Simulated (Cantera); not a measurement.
# Counterflow diffusion flame

A counterflow diffusion flame at 1.00 bar, nozzles 20 mm apart: fuel side 100 % H2 at 325 K, oxidiser side 28.0 % O2, 72.0 % N2 at 425 K, fuel mass flux 0.33 times the oxidiser's; mixture-averaged transport, no radiation.

Cantera simulation using the H2/O2 subset of GRI-Mech 3.0, which has no nitrogen chemistry; the numbers are that mechanism's predictions, not measurements. The maximum strain rate includes the flame's own expansion and is several times the mean.

```json
[
 {"oxidiser flux (kg/m²/s)": "0.6", "max strain (1/s)": "785", "mean strain (1/s)": "169", "T max (K)": "2690", "peak x OH": "0.0334", "peak x H": "0.0239", "peak x H2O": "0.331", "peak x HO2": "5.39e-5"},
 {"oxidiser flux (kg/m²/s)": "0.91", "max strain (1/s)": "1130", "mean strain (1/s)": "256", "T max (K)": "2649", "peak x OH": "0.0336", "peak x H": "0.0259", "peak x H2O": "0.328", "peak x HO2": "7.21e-5"},
 {"oxidiser flux (kg/m²/s)": "1.4", "max strain (1/s)": "1650", "mean strain (1/s)": "395", "T max (K)": "2591", "peak x OH": "0.0336", "peak x H": "0.0288", "peak x H2O": "0.324", "peak x HO2": "9.51e-5"},
 {"oxidiser flux (kg/m²/s)": "2.1", "max strain (1/s)": "2300", "mean strain (1/s)": "592", "T max (K)": "2521", "peak x OH": "0.0332", "peak x H": "0.0321", "peak x H2O": "0.321", "peak x HO2": "0.000119"},
 {"oxidiser flux (kg/m²/s)": "3.2", "max strain (1/s)": "3270", "mean strain (1/s)": "902", "T max (K)": "2442", "peak x OH": "0.0329", "peak x H": "0.0365", "peak x H2O": "0.317", "peak x HO2": "0.000147"},
 {"oxidiser flux (kg/m²/s)": "4.8", "max strain (1/s)": "4730", "mean strain (1/s)": "1350", "T max (K)": "2357", "peak x OH": "0.0321", "peak x H": "0.0412", "peak x H2O": "0.312", "peak x HO2": "0.000177"},
 {"oxidiser flux (kg/m²/s)": "7.3", "max strain (1/s)": "7130", "mean strain (1/s)": "2060", "T max (K)": "2258", "peak x OH": "0.0306", "peak x H": "0.0463", "peak x H2O": "0.309", "peak x HO2": "0.000212"}
]
```
x: mole fraction; the columns are a selection and need not sum to one.
